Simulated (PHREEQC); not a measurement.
Copper plating or etch bath with nickel, zinc or cadmium bath

Solution A (0.0091 mol/kgw CuCl2, 0.013 mol/kgw HNO3 and 3.5e-05 mol/kgw H3BO3) is mixed with solution B (0.0048 mol/kgw NiSO4) at 25 °C; shares are by mass of water, 1 kg in all. Oxygen is held at 0.21 atm. No CO2 enters from the air. Solids allowed: Cu(OH)2, Brochantite, Antlerite, Atacamite, Cu2(OH)3NO3, Ni(OH)2, Ni4(OH)6SO4, Chalcanthite, Morenosite. Others were left out.

The series has 11 steps of share of solution B, from 0 to 1.

Equilibrium calculation in PHREEQC: ion-association model, wateq4f.dat.

**Question.** Between which two steps does the pH jump most, and from what to what?

**Answer.** Between share of solution B = 0.9 and 1: from 3.01 to 6.28.

Species that the database lacks are ignored.
